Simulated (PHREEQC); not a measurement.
Solution (25 °C): 170 mmol/kgw KHCO3 and 0.32 mmol/kgw Na2SO4. Closed to the air; pH follows from the charge balance.

Model: ion-association model, phreeqc.dat, run in PHREEQC.

Precipitation was switched off in this run.

Task: Order these Na species by the share of Na that they hold, largest first: Na+, NaCO3-, NaHCO3.

Result: Na+ (94 %), NaHCO3 (4.8 %), NaCO3- (1.3 %)

The pH is 8.09 and the ionic strength 0.173 mol/kgw.
